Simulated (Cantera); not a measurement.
## Ignition delay

Mixture: 5.87 % C3H8, 19.6 % O2, 74.6 % N2, equivalence ratio 1.5, at 8.50 bar, adiabatic and at constant pressure. Ignition delay is the time to a rise of 400 K.

Cantera simulation using GRI-Mech 3.0 (53 species, 325 reactions); the numbers are that mechanism's predictions, not measurements. GRI-Mech 3.0 was tuned for natural gas; its chemistry of propane as a main component is partial and can be far from experiment.

```csv
T0 (K),delay (ms)
1100,13.3
1175,3.18
1250,0.807
1325,0.230
1400,0.0767
```

```yaml
apparent activation energy between 1250 and 1400 K: 230 kJ/mol
```
